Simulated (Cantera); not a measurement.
A closed system holds: 1 mol Cr2O3, a varied amount of H2, at 1873.15 K and 2.10 mbar.

Equilibrium computed with Cantera from the NASA thermochemical tables; the gas is ideal and each condensed phase is pure. Candidate condensed phases: Cr, Cr2O3, H2O; 13 gas species. Kinetics and transport are ignored.

log p: log10 of the partial pressure in bar; nothing condenses.

| n(H2) (mol) | log p H2 | log p H2O | log p H | log p Cr | log p CrO | log p OH | log p CrO2 |
|---|---|---|---|---|---|---|---|
| 180 | -2.70 | -4.47 | -4.54 | -4.64 | -6.65 | -7.42 | … |
| 240 | -2.69 | -4.59 | -4.54 | -4.77 | -6.90 | -7.54 | … |
| 300 | -2.69 | -4.69 | -4.54 | -4.86 | -7.09 | -7.64 | … |
| 380 | -2.69 | -4.79 | -4.53 | -4.96 | -7.30 | -7.74 | … |
| 490 | -2.69 | -4.90 | -4.53 | -5.07 | -7.52 | -7.85 | … |
| 620 | -2.69 | -5.00 | -4.53 | -5.17 | -7.72 | -7.95 | … |
| 790 | -2.69 | -5.10 | -4.53 | -5.28 | -7.93 | -8.06 | … |
| 1000 | -2.69 | -5.21 | -4.53 | -5.38 | -8.14 | -8.16 | … |
| 1300 | -2.69 | -5.32 | -4.53 | -5.49 | -8.37 | -8.28 | … |
| 1600 | -2.69 | -5.41 | -4.53 | -5.58 | -8.55 | -8.37 | … |
| 2100 | -2.68 | -5.53 | -4.53 | -5.70 | -8.78 | -8.48 | … |
| 2600 | -2.68 | -5.62 | -4.53 | -5.80 | -8.97 | -8.58 | … |

Problem. Fill in the missing entries.

Solution. 
- 180, log p CrO2: -8.85
- 240, log p CrO2: -9.22
- 300, log p CrO2: -9.51
- 380, log p CrO2: -9.82
- 490, log p CrO2: -10.15
- 620, log p CrO2: -10.46
- 790, log p CrO2: -10.77
- 1000, log p CrO2: -11.08
- 1300, log p CrO2: -11.42
- 1600, log p CrO2: -11.69
- 2100, log p CrO2: -12.05
- 2600, log p CrO2: -12.33
